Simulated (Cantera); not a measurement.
Charge: 1 mol Fe₂O₃, 1.5 mol CH₄, 0.47 mol H₂.

Method: chemical equilibrium by Gibbs-energy minimisation in Cantera with the NASA 1993 tables (ideal gas, pure condensed phases). Candidate condensed phases: C, C₆H₆, C₇H₈, C₈H₁₈, Fe, Fe(CO)₅, FeO, Fe(OH)₂, Fe(OH)₃, Fe₂O₃, Fe₃O₄, H₂O; 114 gas species. Each liquid is taken as pure. Mutual solubility and eutectic melting of coexisting phases are not modelled. The tables' stoichiometric FeO is somewhat more stable than real wüstite, so its field is too wide. FeO: taken at fixed stoichiometry. Kinetics and transport are ignored.

Problem. What condenses at these points (T in K, P in Pa): (1473, 22000); (1998, 130); (1698, 77000); (1923, 77000); (1923, 36); (1698, 36)?

Solution. 
| T (K) | P in Pa | condensed phases | Fe condensed (%) |
|---|---|---|---|
| 1473 | 22000 | Fe + FeO | 100.0 |
| 1998 | 130 | FeO | 10.2 |
| 1698 | 77000 | Fe + FeO | 100.0 |
| 1923 | 77000 | Fe + FeO | 99.9 |
| 1923 | 36 | gas only | 0.0 |
| 1698 | 36 | Fe + FeO | 95.7 |
